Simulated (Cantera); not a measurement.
**Equilibrium for nitride etching: Si3N4 + F2 + N2**

Feed: 1 mol Si3N4, a varied amount of F2, 24 mol N2, held at 1325 K and 37.0 mbar.

These are equilibrium values from Cantera (NASA tables, ideal gas, pure condensed phases), not measurements of a reactor. Candidate condensed phases: Si, Si3N4; 16 gas species. The tables' values for SiF3, SiF2 are old estimates; treat these amounts as uncertain. Kinetics and transport are ignored.

```tsv
n(F2) (mol)	log p N2	log p F	log p SiF4	log p F2	log p SiF3	log p SiF2	log p NF3	log p NF2	n Si3N4(s)
2	-1.45	<-13	-2.85	<-13	-4.52	-6.28	<-13	<-13	0.665
3.2	-1.46	<-13	-2.66	<-13	-4.38	-6.19	<-13	<-13	0.464
4.5	-1.47	<-13	-2.53	<-13	-4.28	-6.12	<-13	<-13	0.247
5.7	-1.48	<-13	-2.44	<-13	-4.21	-6.07	<-13	<-13	0.0459
7	-1.51	-2.62	-2.45	-5.35	<-13	<-13	-10.81	-10.05	0
8.3	-1.54	-2.30	-2.48	-4.70	<-13	<-13	-9.85	-9.42	0
9.5	-1.57	-2.15	-2.51	-4.40	<-13	<-13	-9.41	-9.13	0
11	-1.61	-2.03	-2.54	-4.16	<-13	<-13	-9.07	-8.91	0
12	-1.63	-1.97	-2.57	-4.05	<-13	<-13	-8.91	-8.80	0
13	-1.65	-1.93	-2.59	-3.96	<-13	<-13	-8.79	-8.72	0
15	-1.69	-1.86	-2.62	-3.82	<-13	<-13	-8.60	-8.60	0
```
log p: log10 of the partial pressure in bar; n: condensed amount in mol.

From 2 mol F2 to 5.7 mol F2 the condensed part is Si3N4(s). From 7 mol F2 to 15 mol F2 nothing is condensed. The main Si-bearing gas is SiF4 throughout.
